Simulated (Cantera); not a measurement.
A freely propagating, adiabatic, planar premixed flame of 17.7 % H₂, 16.7 % O₂, 63.2 % N₂, 2.47 % H₂O, equivalence ratio 0.53, unburnt at 550 K and 2.96 atm; mixture-averaged transport, grid criteria slope 0.08 and curve 0.16, no radiation.

Cantera simulation using the H2/O2 subset of GRI-Mech 3.0, which has no nitrogen chemistry; the numbers are that mechanism's predictions, not measurements. The hydrogen kinetics of GRI-Mech 3.0 are dated; newer H2 mechanisms differ, most at raised pressure. Burning velocities carry a grid error of a few per cent, more on coarse grids. Lean hydrogen flames are cellular in practice and burn faster than this planar one.

x: mole fraction of selected species; z is measured from the peak of heat release.

```
z (mm)   T (K)  u (m/s)      x H₂    x O₂   x H₂O   x H₂O₂    x H       x O
-------  -----  -------  --------  ------  ------  -------  -----  --------
-0.381     550     1.34     0.174   0.167  0.0248  4.65e-8  <1e-8     <1e-8
-0.254     552     1.34     0.169   0.168  0.0251  3.85e-7  <1e-8     <1e-8
-0.191     555     1.34     0.162   0.169  0.0257  1.62e-6  <1e-8     <1e-8
-0.127     576     1.36     0.144   0.172  0.0288  1.21e-5  <1e-8   9.23e-8
-0.0635    737     1.68     0.102   0.170  0.0521  9.39e-5      ?   1.29e-5
-0.0318   1000     2.25    0.0693   0.155  0.0908  9.91e-5      ?  0.000255
0         1301     2.91    0.0372   0.129   0.140  2.43e-5      ?   0.00153
0.0318    1510     3.38    0.0165   0.107   0.176  5.51e-6      ?   0.00295
0.0635    1626     3.63   0.00767  0.0964   0.193  3.22e-6      ?   0.00314
0.127     1730     3.86   0.00280  0.0911   0.204  1.73e-6      ?   0.00203
0.254     1787     3.98  0.000911  0.0903   0.209  8.46e-7      ?  0.000738
0.508     1808     4.02  0.000239  0.0905   0.212  3.75e-7      ?  0.000202
1.02      1814     4.03   7.09e-5  0.0907   0.212  1.82e-7      ?   6.45e-5
```

### Question
Complete the blanks.

### Answer

- -0.0635, x H: 2.29e-5
- -0.0318, x H: 0.000550
- 0, x H: 0.00227
- 0.0318, x H: 0.00312
- 0.0635, x H: 0.00248
- 0.127, x H: 0.00102
- 0.254, x H: 0.000206
- 0.508, x H: 2.86e-5
- 1.02, x H: 5.05e-6
